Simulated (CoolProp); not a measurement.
n-decane at several states: fugacity coefficient from the reference equation and from simpler models built on Tc = 344.5 °C, pc = 21.01 bar, ω = 0.488; each cubic takes its own stable root.

The numbers come from the reference Helmholtz-energy equation of state, Lemmon 2006 in CoolProp. It is a short technical equation, of lower accuracy than the large ones.

| T (°C) | p (bar) | phase | reference | van der Waals | Redlich-Kwong | Soave-Redlich-Kwong |
|---|---|---|---|---|---|---|
| -4.25 | 46.4 | liquid | 5.789e-6 | 0.009465 | 0.0001974 | 6.306e-6 |
| 83.95 | 0.176 | liquid | 0.2750 | 0.9912 | 0.9872 | 0.2697 |
| 226.35 | 0.19 | gas | 0.9927 | 0.9956 | 0.9944 | 0.9935 |
| 37.25 | 3.36 | liquid | 0.001251 | 0.1794 | 0.01555 | 0.001227 |
| 30.85 | 51.6 | liquid | 7.843e-5 | 0.02047 | 0.001216 | 8.338e-5 |

At some of these states van der Waals, Redlich-Kwong gives the other phase, because its saturation line lies elsewhere.
